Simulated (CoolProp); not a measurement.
Vapour-liquid equilibrium of ammonia (1) + n-pentane (2) at 342.9 K; x and y are mole fractions of (1).

Computed with CoolProp (multi-fluid Helmholtz-energy mixture model, Gao 2020 and Thol 2019; pair parameters Bell 2016).

```
x      bubble pressure (bar)  y at the bubble point  dew pressure at overall composition x (bar)  liquid density (mol/L)
-----  ---------------------  ---------------------  -------------------------------------------  ----------------------
0.05                   5.675                  0.494                                        2.972                   8.276
0.125                  11.10                  0.739                                        3.241                   8.799
0.2                    16.88                  0.824                                          [?]                     [?]
0.275                  21.94                  0.861                                        3.940                   9.996
0.35                   25.64                  0.879                                          [?]                     [?]
0.425                  27.90                  0.888                                        4.987                   11.47
0.5                    29.06                  0.892                                        5.739                     [?]
0.575                  29.64                  0.895                                        6.755                     [?]
0.65                   30.03                  0.898                                        8.214                   14.79
0.725                  30.50                  0.902                                        10.51                   16.55
0.8                    31.13                    [?]                                        14.68                   18.91
0.875                  31.92                  0.927                                        24.82                   22.19
0.95                   32.68                    [?]                                        32.52                   26.80
```

Q: Complete the blanks.

A: 
- 0.2, dew pressure at overall composition x (bar): 3.559
- 0.2, liquid density (mol/L): 9.369
- 0.35, dew pressure at overall composition x (bar): 4.405
- 0.35, liquid density (mol/L): 10.69
- 0.5, liquid density (mol/L): 12.37
- 0.575, liquid density (mol/L): 13.45
- 0.8, y at the bubble point: 0.910
- 0.95, y at the bubble point: 0.961

No azeotrope shows between x = 0.05 and 0.95.

The pair parameters rest on a limited set of measurements; away from them the model extrapolates. With so large a gap from Raoult's law the liquid may split in two, which this calculation doesn't test in full.
